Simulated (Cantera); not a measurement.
A closed system holds: 1 mol SiH₂Cl₂, 0.54 mol N₂, 3 mol NH₃, held at 0.000120 bar.

Method: chemical equilibrium by Gibbs-energy minimisation in Cantera with the NASA 1993 tables (ideal gas, pure condensed phases). Candidate condensed phases: NH₄Cl, Si, Si₃N₄; 28 gas species. The tables' values for SiCl₃, SiCl are old estimates; treat these amounts as uncertain. The numbers say what is thermodynamically allowed, not how fast it happens.

### Question
At 1500 K, list the 4 most abundant gas species with their mole fractions, and the condensed phases.

### Answer
H₂ 0.589, N₂ 0.239, HCl 0.107, SiCl₂ 0.0628. Condensed: Si(s).
